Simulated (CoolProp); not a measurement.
Model: reference Helmholtz-energy equation of state, Lemmon 2006, in CoolProp. It is a short technical equation, of lower accuracy than the large ones.

Q: For n-nonane, give the phase and the density (kg/m³), cp (kJ/(kg K)), cv (kJ/(kg K)), expansivity (1/kK) at 124.85 °C and 530 kPa; 124.85 °C and 3610 kPa; 124.85 °C and 5300 kPa.

A: 
- 124.85 °C and 530 kPa: liquid; density 633, cp 2.62, cv 2.17, expansivity 1.37
- 124.85 °C and 3610 kPa: liquid; density 638, cp 2.60, cv 2.17, expansivity 1.30
- 124.85 °C and 5300 kPa: liquid; density 641, cp 2.60, cv 2.17, expansivity 1.27
